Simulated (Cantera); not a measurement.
A perfectly stirred reactor is fed with CH4 : H2 : O2 : N2 = 1 : 0.036 : 4.48 : 44.8 (molar parts), equivalence ratio 0.45, at 9.87 atm; it is adiabatic with a 775 K inlet, and is followed from long to short residence time, starting on the burning branch (τ in s: 0.4, 0.14, 0.051, 0.018, 0.0064, 0.0023, 0.0008, 0.00028, 0.0001, 3.6e-05).

Computed with Cantera and GRI-Mech 3.0 (53 species, 325 reactions).

**Question.** What does this change do: N2 44.8 to 34 parts?

**Answer.** 
| quantity | before | after |
|---|---|---|
| blow-out, bracketed by the residence times tried | burning at 51.0 ms, out at 18.0 ms | burning at 18.0 ms, out at 6.40 ms |
| x(CH4) at τ = 0.400 s | 0.000142 | 3.14e-5 |
| x(H2) at τ = 0.400 s | 1.78e-5 | 5.18e-6 |
| x(O2) at τ = 0.400 s | 0.0497 | 0.0625 |
| x(OH) at τ = 0.400 s | 1.52e-6 | 8.67e-6 |
| x(N2O) at τ = 0.400 s | 1.12e-6 | 5.69e-7 |
| x(CH4) at τ = 2.30 ms | 0.0199 | 0.0253 |
| x(H2) at τ = 2.30 ms | 0.000715 | 0.000911 |
| x(O2) at τ = 2.30 ms | 0.0890 | 0.113 |
| x(OH) at τ = 2.30 ms | <1e-12 | <1e-12 |
| x(N2O) at τ = 2.30 ms | <1e-12 | <1e-12 |

**Question.** What does this change do: pressure from 9.87 atm to 4.93 atm?

**Answer.** 
```tsv
quantity	before	after
blow-out, bracketed by the residence times tried	burning at 51.0 ms, out at 18.0 ms	burning at 51.0 ms, out at 18.0 ms
x(CH4) at τ = 0.400 s	0.000142	0.000107
x(H2) at τ = 0.400 s	1.78e-5	2.07e-5
x(O2) at τ = 0.400 s	0.0497	0.0496
x(OH) at τ = 0.400 s	1.52e-6	3.86e-6
x(N2O) at τ = 0.400 s	1.12e-6	1.18e-6
x(CH4) at τ = 2.30 ms	0.0199	0.0199
x(H2) at τ = 2.30 ms	0.000715	0.000715
x(O2) at τ = 2.30 ms	0.0890	0.0890
x(OH) at τ = 2.30 ms	<1e-12	<1e-12
x(N2O) at τ = 2.30 ms	<1e-12	<1e-12
```

**Question.** What does this change do: inlet temperature 775 to 400 K?

**Answer.** 
```
quantity                                                                      before                                    after
------------------------------------------------  ----------------------------------  ---------------------------------------
blow-out, bracketed by the residence times tried  burning at 51.0 ms, out at 18.0 ms                              not reached
x(CH4) at τ = 0.400 s                                                       0.000142                                   0.0199
x(H2) at τ = 0.400 s                                                         1.78e-5                                 0.000715
x(O2) at τ = 0.400 s                                                          0.0497                                   0.0890
x(OH) at τ = 0.400 s                                                         1.52e-6                                   <1e-12
x(N2O) at τ = 0.400 s                                                        1.12e-6                                   <1e-12
x(CH4) at τ = 2.30 ms                                                         0.0199                                   0.0199
x(H2) at τ = 2.30 ms                                                        0.000715                                 0.000715
x(O2) at τ = 2.30 ms                                                          0.0890                                   0.0890
x(OH) at τ = 2.30 ms                                                          <1e-12                                   <1e-12
x(N2O) at τ = 2.30 ms                                                         <1e-12                                   <1e-12
state                                                                    not reached  not burning at any residence time tried
```
